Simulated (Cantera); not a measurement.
Input: 1 mol Ta(OEt)5, 0.26 mol CH4, 5.4 mol H2, equilibrated at 1.00 bar.

Equilibrium computed with Cantera from the NASA thermochemical tables; the gas is ideal and each condensed phase is pure. Candidate condensed phases: C, C6H6, C7H8, C8H18, H2O, Ta, TaC, Ta2O5; 113 gas species. The feed counts by its element totals alone. Mutual solubility and eutectic melting of coexisting phases are not modelled. TaC: taken at fixed stoichiometry. Condensed phases not in the tables: Ta2C. The numbers say what is thermodynamically allowed, not how fast it happens.

x: gas mole fraction; n: condensed amount in mol.

| T (°C) | x H2 | x CO | x CH4 | x H | x H2O | x C2H2 (acetylene) | x CO2 | n C(graphite) | n Ta2O5(s) | n TaC(s) |
|---|---|---|---|---|---|---|---|---|---|---|
| 877 | 0.861 | 0.116 | 0.0173 | 6.92e-8 | 0.00470 | ___ | 0.000535 | 7.51 | 0.500 | 0 |
| 977 | 0.868 | 0.122 | 0.00829 | 4.50e-7 | 0.00159 | ___ | 0.000142 | 7.53 | 0.487 | 0.0265 |
| 1077 | 0.782 | 0.213 | 0.00353 | 2.11e-6 | 0.000956 | ___ | 0.000133 | 4.20 | 0 | 1.00 |
| 1177 | 0.784 | 0.214 | 0.00203 | 8.37e-6 | 0.000418 | ___ | 4.78e-5 | 4.22 | 0 | 1.00 |
| 1277 | 0.785 | 0.214 | 0.00125 | 2.79e-5 | 0.000203 | ___ | 1.98e-5 | 4.24 | 0 | 1.00 |
| 1377 | 0.785 | 0.214 | 0.000820 | 8.05e-5 | 0.000108 | ___ | 9.13e-6 | 4.24 | 0 | 1.00 |
| 1477 | 0.786 | 0.214 | 0.000564 | 0.000206 | 6.17e-5 | ___ | 4.64e-6 | 4.24 | 0 | 1.00 |
| 1577 | 0.785 | 0.213 | 0.000404 | 0.000477 | 3.76e-5 | ___ | 2.54e-6 | 4.24 | 0 | 1.00 |
| 1677 | 0.785 | 0.213 | 0.000300 | 0.00102 | 2.41e-5 | ___ | 1.49e-6 | 4.23 | 0 | 1.00 |
| 1777 | 0.784 | 0.213 | 0.000229 | 0.00201 | 1.61e-5 | ___ | 9.22e-7 | 4.22 | 0 | 1.00 |
| 1877 | 0.781 | 0.213 | 0.000179 | 0.00373 | 1.12e-5 | ___ | 5.99e-7 | 4.18 | 0 | 1.00 |
| 1977 | 0.778 | 0.213 | 0.000143 | 0.00655 | 8.05e-6 | ___ | 4.05e-7 | 4.13 | 0 | 1.00 |

Problem. What belongs in the gaps?

Solution. 
- 877, x C2H2 (acetylene): 3.33e-8
- 977, x C2H2 (acetylene): 2.19e-7
- 1077, x C2H2 (acetylene): 9.69e-7
- 1177, x C2H2 (acetylene): 3.82e-6
- 1277, x C2H2 (acetylene): 1.26e-5
- 1377, x C2H2 (acetylene): 3.58e-5
- 1477, x C2H2 (acetylene): 9.03e-5
- 1577, x C2H2 (acetylene): 0.000205
- 1677, x C2H2 (acetylene): 0.000429
- 1777, x C2H2 (acetylene): 0.000832
- 1877, x C2H2 (acetylene): 0.00151
- 1977, x C2H2 (acetylene): 0.00260
